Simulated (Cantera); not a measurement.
## Ignition delay

Mixture: H2 : O2 : N2 : H2O = 1 : 0.385 : 1.45 : 0.54 (molar parts), equivalence ratio 1.3, at 5.00 bar, adiabatic and at constant pressure. Ignition delay is the time to a rise of 400 K.

Model: GRI-Mech 3.0 (53 species, 325 reactions), integrated in Cantera. The hydrogen kinetics of GRI-Mech 3.0 are dated; newer H2 mechanisms differ, most at raised pressure. Where the delays flatten at high temperature, the 400 K rule measures the pace of heat release, not the induction time.

```
T0 (K)  delay (ms)
------  ----------
1375       0.00800
1450       0.00496
1525       0.00357
1600       0.00279
1675       0.00230
```

```yaml
apparent activation energy between 1525 and 1675 K: 62 kJ/mol
```
